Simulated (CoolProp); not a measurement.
Values from CoolProp's reference Helmholtz-energy equation of state, Lemmon 2006. It is a short technical equation, of lower accuracy than the large ones.

Q: For CH3F (R41), give the phase and the cp (kJ/(kg K)), cv (kJ/(kg K)) at 286.8 K and 101 kPa; 352.5 K and 101 kPa.

A: 
- 286.8 K and 101 kPa: gas; cp 1.10, cv 0.848
- 352.5 K and 101 kPa: gas; cp 1.21, cv 0.958
